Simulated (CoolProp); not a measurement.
Model: reference Helmholtz-energy equation of state, Thol 2015, in CoolProp.

Q: Give the vapour pressure (kPa), liquid density (kg/m³), enthalpy of vaporisation (kJ/kg), liquid cp (kJ/(kg K)) of saturated octamethylcyclotetrasiloxane (D4) at 418.3, 458.6, 478.8 K.

A: 
```tsv
T (K)	p (kPa)	liquid density (kg/m³)	enthalpy of vaporisation (kJ/kg)	liquid cp (kJ/(kg K))
418.3	43.3	807	143	1.92
458.6	129	752	127	2.02
478.8	204	721	118	2.08
```
